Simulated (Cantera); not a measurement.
Equilibrium for silicon etching in halogen gases: Si + NF3

A closed system holds: 1 mol Si, 3 mol NF3, at 0.0133 bar.

These are equilibrium values from Cantera (NASA tables, ideal gas, pure condensed phases), not measurements of a reactor. Candidate condensed phases: Si, Si3N4; 16 gas species. The numbers say what is thermodynamically allowed, not how fast it happens.

From 450 K to 1650 K nothing is condensed. The main Si-bearing gas is SiF4 throughout.

```
T (K)  log p F  log p NF3  log p F2  log p SiF4  log p N2
-----  -------  ---------  --------  ----------  --------
450      -9.16      -2.18     -5.92       -2.40     -2.57
550      -6.53      -2.18     -4.07       -2.40     -2.57
650      -4.74      -2.28     -2.86       -2.43     -2.53
750      -3.59      -2.81     -2.31       -2.53     -2.44
850      -2.89      -3.79     -2.26       -2.59     -2.42
950      -2.44      -4.88     -2.41       -2.64     -2.46
1050     -2.18      -6.11     -2.76       -2.70     -2.52
1150     -2.09      -7.47     -3.28       -2.73     -2.56
1250     -2.06      -8.76     -3.83       -2.75     -2.57
1350     -2.05      -9.91     -4.33       -2.75     -2.57
1450     -2.05     -10.90     -4.78       -2.75     -2.57
1550     -2.05     -11.77     -5.16       -2.75     -2.57
1650     -2.05     -12.54     -5.50       -2.75     -2.57
```
log p: log10 of the partial pressure in bar; nothing condenses.
